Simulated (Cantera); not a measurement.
**AlN + O2 + N2 (nitride etching)**

Input: 1 mol AlN, 0.38 mol O2, 4.5 mol N2, equilibrated at 0.0110 bar.

Cantera equilibrium calculation (NASA polynomials, part measured and part estimated; ideal gas, pure solids and liquids). Candidate condensed phases: Al, AlN, Al2O3; 16 gas species. Mutual solubility and eutectic melting of coexisting phases are not modelled. Condensed phases not in the tables: aluminium oxynitride. Equilibrium is a limit: real reactors are often held back by kinetics, nucleation or transport.

From 1075 K to 1975 K the condensed part is AlN(s) + Al2O3(s).

```tsv
T (K)	x N2	x Al	x Al2O	x AlO	x Al2	x Al2O2	x N	n AlN(s)	n Al2O3(s)
1075	1.00	<1e-12	<1e-12	<1e-12	<1e-12	<1e-12	<1e-12	0.493	0.253
1225	1.00	<1e-12	<1e-12	<1e-12	<1e-12	<1e-12	<1e-12	0.493	0.253
1375	1.00	5.13e-10	3.53e-12	<1e-12	<1e-12	<1e-12	<1e-12	0.493	0.253
1525	1.00	1.24e-7	3.91e-9	4.37e-12	<1e-12	<1e-12	1.09e-12	0.493	0.253
1675	1.000	1.10e-5	1.20e-6	6.80e-10	3.08e-12	2.52e-12	3.20e-11	0.493	0.253
1825	0.999	0.000465	0.000140	4.57e-8	1.97e-9	5.22e-10	5.41e-10	0.490	0.253
1975	0.981	0.0111	0.00789	1.61e-6	4.73e-7	4.74e-8	5.91e-9	0.387	0.240
```
x: gas mole fraction; n: condensed amount in mol.
